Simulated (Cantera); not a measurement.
Mixture: CH₃OH : O₂ : N₂ = 1 : 1.67 : 6.27 (molar parts), equivalence ratio 0.90, at 9.87 atm, adiabatic and at constant volume. Ignition delay is the time to a rise of 400 K.

Cantera simulation using GRI-Mech 3.0 (53 species, 325 reactions); the numbers are that mechanism's predictions, not measurements. GRI-Mech 3.0 was tuned for natural gas; its chemistry of methanol as a main component is partial and can be far from experiment.

Q: Predict: delay at 1125 K; delay at 1275 K; delay at 1425 K; delay at 1575 K; apparent activation energy between 1500 and 1650 K.

A: 
```json
{
 "delay at 1125 K": "5.76 ms",
 "delay at 1275 K": "0.452 ms",
 "delay at 1425 K": "64.3 µs",
 "delay at 1575 K": "14.5 µs",
 "apparent activation energy between 1500 and 1650 K": "180 kJ/mol"
}
```
